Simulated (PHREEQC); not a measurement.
A solution holds 0.011 mol Al2(SO4)3 per kg of water, at 25 °C. Closed to the air; pH follows from the charge balance.

Equilibrium calculation in PHREEQC: ion-association model, wateq4f.dat.

Precipitation was switched off in this run.

Problem. Predict the pH, ionic strength.

Solution. pH 4.01; ionic strength 0.0467 mol/kgw.

Problem. In which forms is S present?

Solution. AlSO4+ 48 %, SO4-2 35 %, Al(SO4)2- 17 % of the S.

The solution is supersaturated, for example in Basaluminite, Gibbsite (slow to form), so a real one may precipitate; this is no full list.
